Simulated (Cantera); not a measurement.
A closed system holds: 1 mol CCl4, 0.048 mol Si, held at 1148 K and 1.30 Pa.

Method: chemical equilibrium by Gibbs-energy minimisation in Cantera with the NASA 1993 tables (ideal gas, pure condensed phases). Candidate condensed phases: C, Si, SiC; 24 gas species. Rates play no part.

Base state: Cl 0.510, Cl2 0.471, SiCl4 0.0183 (mole fractions); condensed: C(graphite).

Problem. What changes in the equilibrium state with this change: Si from 0.048 to 0.015 mol?

Solution. 
| species | before | after |
|---|---|---|
| Cl | 0.510 | 0.515 |
| Cl2 | 0.471 | 0.480 |
| SiCl4 | 0.0183 | 0.00561 |
| C(graphite), mol | 1.00 | 1.00 |

Problem. What changes in the equilibrium state with this change: temperature from 1148 K to 2473 K?

Solution. 
| species | before | after |
|---|---|---|
| Cl | 0.510 | 0.952 |
| C3 | <1e-9 | 0.0250 |
| Si | <1e-9 | 0.00919 |
| Cl2 | 0.471 | 1.15e-6 |
| SiCl4 | 0.0183 | <1e-9 |
| C | <1e-9 | 0.00880 |
| C2 | <1e-9 | 0.00229 |
| SiC2 | <1e-9 | 0.00220 |
| C5 | <1e-9 | 6.61e-5 |
| SiCl | <1e-9 | 3.37e-5 |
| C(graphite), mol | 1.00 | 0.609 |
The tables' values for SiCl are old estimates; treat these amounts as uncertain.
